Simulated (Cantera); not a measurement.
What does this Cantera script print?

```python
import numpy as np
import cantera as ct

surf = ct.Interface("ptcombust.yaml", "Pt_surf")
gas = surf.adjacent["gas"]
gas.TPX = 300, 45000, {'CH4': 0.071, 'O2': 0.052, 'N2': 0.79}
jet = ct.ImpingingJet(gas=gas, width=0.031, surface=surf)
jet.inlet.mdot, jet.inlet.T, jet.inlet.X = 0.086, 300, {'CH4': 0.071, 'O2': 0.052, 'N2': 0.79}
jet.set_refine_criteria(ratio=10, slope=0.2, curve=0.3)
show, cover = ['CH4', 'O2', 'H2O', 'OH', 'CO', 'CO2'], ["PT(S)", "H(S)", "O(S)", "OH(S)", "CO(S)", "C(S)"]

rows = []
print(f"{'Ts/K':>7s}" + "".join(f"{s:>11s}" for s in show + cover) + "   (gas at the wall, coverages)")
for i, Ts in enumerate([900, 950, 1000, 1050, 1100]):
    jet.surface.T = Ts
    if i == 0:
        surf.TP = Ts, 45000
        surf.coverages = "PT(S):0.5, O(S):0.5"
        surf.advance_coverages(1.0)
        jet.set_initial_guess(products="inlet")
    jet.solve(loglevel=0, auto=(i == 0))
    rows.append([*(jet.X[gas.species_index(s), -1] for s in show), *surf[cover].coverages])
    print(f"{Ts:7g}" + "".join(f"{x:11.3e}" for x in rows[-1]))
```

Result:

```
   Ts/K        CH4         O2        H2O         OH         CO        CO2      PT(S)       H(S)       O(S)      OH(S)      CO(S)       C(S)   (gas at the wall, coverages)
    900  4.688e-02  1.119e-02  5.121e-02  4.793e-12  3.229e-02  1.516e-05  1.345e-01  1.602e-03  1.608e-07  6.060e-07  8.922e-02  7.747e-01
    950  4.286e-02  9.876e-03  4.960e-02  1.381e-11  3.642e-02  1.252e-05  1.496e-01  2.135e-03  1.141e-07  4.862e-07  5.010e-02  7.981e-01
   1000  3.647e-02  7.945e-03  4.686e-02  3.921e-11  4.295e-02  1.389e-05  1.750e-01  2.604e-03  9.255e-08  4.624e-07  3.556e-02  7.868e-01
   1050  2.719e-02  5.552e-03  4.223e-02  1.037e-10  5.241e-02  2.075e-05  2.202e-01  3.146e-03  8.425e-08  4.982e-07  3.262e-02  7.440e-01
   1100  1.140e-02  2.242e-03  3.315e-02  2.375e-10  6.837e-02  8.125e-05  3.667e-01  4.449e-03  1.052e-07  7.012e-07  5.989e-02  5.689e-01
```

Computed with Cantera and Deutschmann's 1995 Pt surface mechanism with GRI-Mech 3.0 gas chemistry. Catalytic surfaces can have several steady states; this one follows from the mechanism file's or the stated starting coverage.
